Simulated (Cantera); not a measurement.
Charge: 1 mol BN, 7.2 mol F₂, 67 mol H₂, 4 mol NF₃, equilibrated at 802 °C and 0.550 bar.

Equilibrium computed with Cantera from the NASA thermochemical tables; the gas is ideal and each condensed phase is pure. Candidate condensed phases: B, BN; 31 gas species. Equilibrium is a limit: real reactors are often held back by kinetics, nucleation or transport.

Q: What is the equilibrium state?

A: 
```json
{
 "x(H₂)": "0.673",
 "x(HF)": "0.285",
 "x(N₂)": "0.0304",
 "x(BF₃)": "0.0122",
 "x(NH₃)": "1.94e-5",
 "x(H₂F₂)": "1.38e-6",
 "gas_amount": "82.20 mol",
 "log10 activity of B(s) (absent)": "-11.85"
}
```
